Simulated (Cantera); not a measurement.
Input: 1 mol Si, 1.1 mol HCl, 2.1 mol H2, at 1673 K and 1 atm.

Equilibrium computed with Cantera from the NASA thermochemical tables; the gas is ideal and each condensed phase is pure. The tables' values for SiCl3, SiCl are old estimates; treat these amounts as uncertain. Equilibrium is a limit: real reactors are often held back by kinetics, nucleation or transport.

| species | before | after |
|---|---|---|
| H2 | 0.771 | 0.719 |
| HCl | 0.131 | 0.146 |
| SiCl2 | 0.0800 | 0.106 |
| SiCl3 | 0.0111 | 0.0170 |
| SiCl4 | 0.00319 | 0.00565 |
| SiHCl3 | 0.00337 | 0.00500 |
| SiH2Cl2 | 0.000615 | 0.000764 |
| Cl | 1.32e-5 | 1.52e-5 |
| SiCl | 1.20e-5 | 1.39e-5 |
| SiH3Cl | 3.39e-5 | 3.53e-5 |
| Si(s), mol | 0.689 | 0.669 |
Gas species are given as mole fractions.

What was changed between the two runs?
A) temperature from 1673 K to 725 K
B) H2 from 2.1 to 1.4 mol
C) temperature from 1673 K to 1250 K
D) pressure from 1 atm to 0.100 bar

B, H2 from 2.1 to 1.4 mol
